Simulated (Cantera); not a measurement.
A closed system holds: 1 mol FeS2, 1.1 mol H2S, 5.2 mol CO2, held at 1373 K and 570000 Pa.

Cantera equilibrium calculation (NASA polynomials, part measured and part estimated; ideal gas, pure solids and liquids). Candidate condensed phases: C, C6H6, C7H8, C8H18, Fe, Fe(CO)5, FeO, Fe(OH)2, Fe(OH)3, FeS, FeSO4, FeS2, Fe2O3, Fe2(SO4)3, Fe3O4, H2O, H2SO4, S; 127 gas species. FeS: taken at fixed stoichiometry. Kinetics and transport are ignored.

Base state: CO2 0.599, CO 0.108, S2 0.105, H2O 0.0980, H2S 0.0469, COS 0.0192, SO2 0.0137, H2 0.00854 (mole fractions); condensed: FeS(s).

Problem. What changes in the equilibrium state with this change: FeS2 replaced by MgO?

Solution. 
| species | before | after |
|---|---|---|
| CO2 | 0.599 | 0.643 |
| CO | 0.108 | 0.119 |
| H2O | 0.0980 | 0.115 |
| S2 | 0.105 | 0.0498 |
| SO2 | 0.0137 | 0.00891 |
| COS | 0.0192 | 0.0146 |
| H2 | 0.00854 | 0.0103 |
| H2S | 0.0469 | 0.0390 |
| S2O | 0.00171 | 0.000790 |
| CS2 | 0.000147 | 7.92e-5 |
| SO | 0.000150 | 0.000101 |
| FeS(s), mol | 1.00 | 0 |
| MgO(s), mol | 0 | 1.00 |
Further candidate phases: Mg, MgCO3, MgO, Mg(OH)2, MgS, MgSO4.
